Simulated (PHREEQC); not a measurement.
0.052 g of hydrous ferric oxide (600 m²/g; 0.2 weak and 0.005 strong sites per Fe, Dzombak-Morel constants, diffuse double layer) in 1 kg of water with 0.1 mol/kgw of an inert sodium salt, at 25 °C; the pH is set by adding NaOH or the inert anion's acid. Oxygen is held at 0.21 atm. CO2 from the air is kept out. No solid was allowed to form.

The numbers come from PHREEQC with the ion-association model, wateq4f.dat.

```json
[
 {"pH": "4", "surface charge σ (C/m²)": "0.321", "surface potential ψ (mV)": "147"},
 {"pH": "4.67", "surface charge σ (C/m²)": "0.253", "surface potential ψ (mV)": "135"},
 {"pH": "5.33", "surface charge σ (C/m²)": "0.177", "surface potential ψ (mV)": "116"},
 {"pH": "6", "surface charge σ (C/m²)": "0.111", "surface potential ψ (mV)": "93"},
 {"pH": "6.67", "surface charge σ (C/m²)": "0.063", "surface potential ψ (mV)": "67"},
 {"pH": "7.33", "surface charge σ (C/m²)": "0.029", "surface potential ψ (mV)": "37"},
 {"pH": "8", "surface charge σ (C/m²)": "0.004", "surface potential ψ (mV)": "5"},
 {"pH": "8.67", "surface charge σ (C/m²)": "-0.020", "surface potential ψ (mV)": "-27"},
 {"pH": "9.33", "surface charge σ (C/m²)": "-0.051", "surface potential ψ (mV)": "-57"},
 {"pH": "10", "surface charge σ (C/m²)": "-0.094", "surface potential ψ (mV)": "-85"},
 {"pH": "10.67", "surface charge σ (C/m²)": "-0.154", "surface potential ψ (mV)": "-109"},
 {"pH": "11.33", "surface charge σ (C/m²)": "-0.229", "surface potential ψ (mV)": "-129"},
 {"pH": "12", "surface charge σ (C/m²)": "-0.306", "surface potential ψ (mV)": "-141"}
]
```

Complexes and solids missing from the database can't appear.
